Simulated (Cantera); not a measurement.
A closed system holds: 1 mol Si, 3.1 mol Cl₂, 7.1 mol H₂, at 1448 K and 1.80 Torr.

Equilibrium computed with Cantera from the NASA thermochemical tables; the gas is ideal and each condensed phase is pure. Candidate condensed phases: Si; 19 gas species. The tables' values for SiCl₃ are old estimates; treat these amounts as uncertain. The numbers say what is thermodynamically allowed, not how fast it happens.

Base state: H₂ 0.501, HCl 0.400, SiCl₂ 0.0869, SiCl₃ 0.00848, SiCl₄ 0.00304, SiHCl₃ 0.000326, H 0.000133, Cl 8.66e-5 (mole fractions); condensed: gas only.

Task: What changes in the equilibrium state with this change: Cl₂ from 3.1 to 2 mol?

Result: 
```tsv
species	before	after
H₂	0.501	0.676
HCl	0.400	0.214
SiCl₂	0.0869	0.105
SiCl₄	0.00304	0.000776
Cl	8.66e-5	3.99e-5
SiCl₃	0.00848	0.00470
```
